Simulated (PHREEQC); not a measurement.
Make-up at 25 °C: 6.6 mmol/kgw HF, 3.4 mmol/kgw NaOH and 0.93 mmol/kgw LiCl. Closed to the air; pH follows from the charge balance.

Equilibrium calculation in PHREEQC: ion-association model, wateq4f.dat.

This is a speciation only: nothing precipitates in the calculation.

Problem. Order these F species by the share of F that they hold, largest first: HF, HF2-, F-, H2F2.

Solution. F- (59 %), HF (40 %), HF2- (1.2 %), H2F2 (0.54 %)

The pH is 3.31 and the ionic strength 0.00484 mol/kgw. Complexes and solids missing from the database can't appear.
